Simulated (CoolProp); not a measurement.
Properties of methanol along the isotherm 457.9 K (Tc = 513.4 K, pc = 82.16 bar, ω = 0.565).

Values from CoolProp's reference Helmholtz-energy equation of state, de Reuck 1993.

| p (bar) | phase | density (kg/m³) | cp (kJ/(kg K)) | Joule-Thomson coefficient (K/MPa) | conductivity (mW/(m K)) |
|---|---|---|---|---|---|
| 27.4 | gas | 31.82 | 6.508 | 18.80 | 41.2 |
| 54.8 | liquid | 596.4 | 4.460 | 0.2360 | 172 |
| 82.2 | liquid | 607.1 | 4.324 | 0.1657 | [?] |
| 110 | liquid | 616.5 | 4.221 | 0.1136 | [?] |
| 137 | liquid | 624.5 | [?] | 0.07454 | 176 |
| 164 | liquid | 631.7 | 4.078 | 0.04305 | 177 |
| 192 | liquid | 638.6 | 4.022 | 0.01612 | [?] |
| 219 | liquid | 644.6 | 3.975 | -0.005740 | [?] |
| 246 | liquid | 650.3 | 3.935 | -0.02450 | 181 |
| 274 | liquid | 655.7 | 3.898 | -0.04138 | 183 |
| 301 | liquid | 660.7 | [?] | -0.05564 | 184 |
| 329 | liquid | 665.6 | 3.836 | [?] | [?] |
| 356 | liquid | 670.0 | 3.810 | -0.07999 | 186 |
| 383 | liquid | 674.2 | 3.786 | -0.09013 | 188 |
| 411 | liquid | 678.4 | 3.763 | -0.09962 | 189 |

### Question
Complete the blanks.

### Answer

- 82.2, conductivity (mW/(m K)): 173
- 110, conductivity (mW/(m K)): 175
- 137, cp (kJ/(kg K)): 4.143
- 192, conductivity (mW/(m K)): 179
- 219, conductivity (mW/(m K)): 180
- 301, cp (kJ/(kg K)): 3.866
- 329, Joule-Thomson coefficient (K/MPa): -0.06873
- 329, conductivity (mW/(m K)): 185

Thermal conductivity comes from a separate model (Sykioti 2013).
